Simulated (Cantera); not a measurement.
**Thermodynamics of boron, boron nitride and boron oxide, feed B + O₂ + N₂**

Feed: 1 mol B, 3.4 mol O₂, 32 mol N₂, equilibrated at 0.000340 bar.

Method: chemical equilibrium by Gibbs-energy minimisation in Cantera with the NASA 1993 tables (ideal gas, pure condensed phases). Candidate condensed phases: B, BN, B₂O₃; 17 gas species. Kinetics and transport are ignored.

| T (°C) | x N₂ | x O₂ | x O | x BO₂ | x B₂O₃ | x BO | x NO | x N | n B₂O₃(l) |
|---|---|---|---|---|---|---|---|---|---|
| 775 | 0.924 | 0.0765 | 9.49e-9 | 2.49e-8 | 8.79e-8 | <1e-12 | 3.38e-5 | <1e-12 | 0.500 |
| 875 | 0.923 | 0.0764 | 1.19e-7 | 6.92e-7 | 4.56e-6 | <1e-12 | 8.43e-5 | <1e-12 | 0.500 |
| 975 | 0.923 | 0.0764 | 9.98e-7 | 1.12e-5 | 0.000122 | 1.85e-11 | 0.000182 | <1e-12 | 0.496 |
| 1075 | 0.921 | 0.0761 | 6.11e-6 | 0.000118 | 0.00196 | 1.44e-9 | 0.000348 | <1e-12 | 0.430 |
| 1175 | 0.910 | 0.0749 | 2.89e-5 | 0.000721 | 0.0139 | 4.91e-8 | 0.000603 | <1e-12 | 0 |
| 1275 | 0.910 | 0.0744 | 0.000113 | 0.00147 | 0.0135 | 4.45e-7 | 0.000983 | 1.03e-11 | 0 |
| 1375 | 0.909 | 0.0737 | 0.000373 | 0.00272 | 0.0129 | 3.04e-6 | 0.00150 | 9.87e-11 | 0 |
| 1475 | 0.908 | 0.0725 | 0.00107 | 0.00459 | 0.0119 | 1.64e-5 | 0.00219 | 7.29e-10 | 0 |
| 1575 | 0.906 | 0.0705 | 0.00273 | 0.00713 | 0.0106 | 7.21e-5 | 0.00303 | 4.34e-9 | 0 |
| 1675 | 0.903 | 0.0673 | 0.00625 | 0.0102 | 0.00892 | 0.000264 | 0.00401 | 2.15e-8 | 0 |
| 1775 | 0.898 | 0.0624 | 0.0130 | 0.0133 | 0.00700 | 0.000821 | 0.00507 | 9.12e-8 | 0 |
| 1875 | 0.891 | 0.0553 | 0.0246 | 0.0158 | 0.00498 | 0.00219 | 0.00610 | 3.38e-7 | 0 |
| 1975 | 0.881 | 0.0457 | 0.0423 | 0.0165 | 0.00305 | 0.00497 | 0.00693 | 1.11e-6 | 0 |
| 2075 | 0.867 | 0.0343 | 0.0656 | 0.0147 | 0.00150 | 0.00949 | 0.00734 | 3.30e-6 | 0 |
x: gas mole fraction; n: condensed amount in mol.

From 775 °C to 1075 °C the condensed part is B₂O₃(l). From 1175 °C to 2075 °C nothing is condensed. The main B-bearing gas is B₂O₃ at 775 °C and BO₂ at 2075 °C.
